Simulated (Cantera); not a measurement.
A Cantera script and its output.

```python
import numpy as np
import cantera as ct

gas = ct.Solution("gri30.yaml")
gas.TPX = 473, 100000, {'CH3OH': 1, 'O2': 1.7, 'N2': 6.41}
flame = ct.FreeFlame(gas, width=0.04)
flame.set_refine_criteria(ratio=3, slope=0.08, curve=0.16)
flame.transport_model = "unity-Lewis-number"
flame.solve(loglevel=0, auto=True)
z, T = flame.grid, flame.T
thick = (T[-1] - T[0]) / np.gradient(T, z).max()
show = ['CH3OH', 'O2', 'H2', 'OH', 'CH2O', 'NO']
print(f"laminar burning velocity  {flame.velocity[0] * 100:.3f} cm/s")
print(f"burnt temperature         {T[-1]:.1f} K")
print(f"thermal thickness         {thick * 1e3:.4f} mm")
print(f"grid points               {len(z)}")
z0 = z[flame.heat_release_rate.argmax()]
print(f"{'z/mm':>9s}{'T/K':>9s}{'u/(m/s)':>9s}" + "".join(f"{s:>11s}" for s in show))
rows = []
for k in (-3, -2, -1.5, -1, -0.5, -0.25, 0, 0.25, 0.5, 1, 2, 4, 8):
    zz = z0 + k * thick
    rows.append([k * thick, np.interp(zz, z, T), np.interp(zz, z, flame.velocity),
                 *(np.interp(zz, z, flame.X[gas.species_index(s)]) for s in show)])
    print(f"{rows[-1][0] * 1e3:9.3f}{rows[-1][1]:9.1f}{rows[-1][2]:9.3f}" + "".join(f"{x:11.3e}" for x in rows[-1][3:]))
```

It prints:

```
laminar burning velocity  56.151 cm/s
burnt temperature         2222.3 K
thermal thickness         0.4034 mm
grid points               129
     z/mm      T/K  u/(m/s)      CH3OH         O2         H2         OH       CH2O         NO
   -1.210    473.5    0.562  1.097e-01  1.866e-01  1.177e-05  1.351e-15  3.215e-06  1.872e-10
   -0.807    478.0    0.568  1.093e-01  1.861e-01  1.092e-04  1.413e-13  2.983e-05  1.815e-09
   -0.605    493.5    0.587  1.080e-01  1.846e-01  4.466e-04  2.255e-12  1.221e-04  8.033e-09
   -0.403    567.3    0.678  1.015e-01  1.775e-01  2.069e-03  5.592e-11  5.655e-04  5.203e-08
   -0.202    913.6    1.121  6.970e-02  1.423e-01  1.002e-02  2.290e-08  2.739e-03  6.164e-07
   -0.101   1269.0    1.601  3.603e-02  1.049e-01  1.843e-02  1.356e-05  4.968e-03  1.995e-06
    0.000   1671.5    2.174  2.988e-03  6.278e-02  2.285e-02  2.257e-03  2.586e-03  4.727e-06
    0.101   1805.2    2.346  3.190e-06  4.370e-02  1.248e-02  8.170e-03  1.249e-05  7.132e-06
    0.202   1870.3    2.419  2.320e-09  3.814e-02  1.126e-02  9.517e-03  3.337e-08  9.385e-06
    0.403   1955.3    2.512  9.620e-13  3.376e-02  1.014e-02  9.682e-03  1.358e-10  1.315e-05
    0.807   2046.6    2.611  3.954e-17  3.006e-02  7.595e-03  8.800e-03  4.540e-11  1.907e-05
    1.614   2124.9    2.694  8.574e-18  2.689e-02  4.998e-03  7.318e-03  2.141e-11  2.836e-05
    3.227   2180.8    2.753  2.114e-18  2.448e-02  3.138e-03  5.854e-03  9.281e-12  4.280e-05
```

Detailed kinetics in Cantera: GRI-Mech 3.0 (53 species, 325 reactions). GRI-Mech 3.0 was tuned for natural gas; its chemistry of methanol as a main component is partial and can be far from experiment. Unity Lewis numbers drop preferential diffusion, which matters most where H2 and H carry the flame. Burning velocities carry a grid error of a few per cent, more on coarse grids.
